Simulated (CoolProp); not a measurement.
Saturation properties of R1233zd(E) (Tc = 165.7 °C, pc = 3.583 MPa, ω = 0.304).

Values from CoolProp's reference Helmholtz-energy equation of state, Akasaka 2022.

```tsv
T (°C)	p (MPa)	liquid density (kg/m³)	enthalpy of vaporisation (kJ/kg)
46.15	0.2618	1210	___
57.35	0.3635	1180	___
68.55	0.4929	1149	___
79.75	0.6545	1116	158.6
90.95	0.8531	1080	150.2
102.15	1.094	1042	___
113.35	1.382	___	___
124.55	___	952.7	118.3
135.75	2.128	897.6	103.9
146.95	2.600	829.0	85.82
```

Problem. Complete the blanks.

Solution. 
- 46.15, enthalpy of vaporisation (kJ/kg): 179.7
- 57.35, enthalpy of vaporisation (kJ/kg): 173.2
- 68.55, enthalpy of vaporisation (kJ/kg): 166.2
- 102.15, enthalpy of vaporisation (kJ/kg): 140.9
- 113.35, liquid density (kg/m³): 1000
- 113.35, enthalpy of vaporisation (kJ/kg): 130.4
- 124.55, p (MPa): 1.725

It boils at 18.1 °C under 1 atm.
